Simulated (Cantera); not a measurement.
A closed system holds: 1 mol Si, 2.3 mol F2, held at 0.680 bar.

Equilibrium computed with Cantera from the NASA thermochemical tables; the gas is ideal and each condensed phase is pure. Candidate condensed phases: Si; 9 gas species. Rates play no part. All values below are at 900 °C.

Base state: SiF4 0.700, F 0.179, F2 0.121 (mole fractions); condensed: gas only.

Question: What changes in the equilibrium state with this change: pressure from 0.680 bar to 0.100 bar?

Answer: 
```
species  before   after
-------  ------  ------
SiF4      0.700   0.655
F         0.179   0.296
F2        0.121  0.0486
```
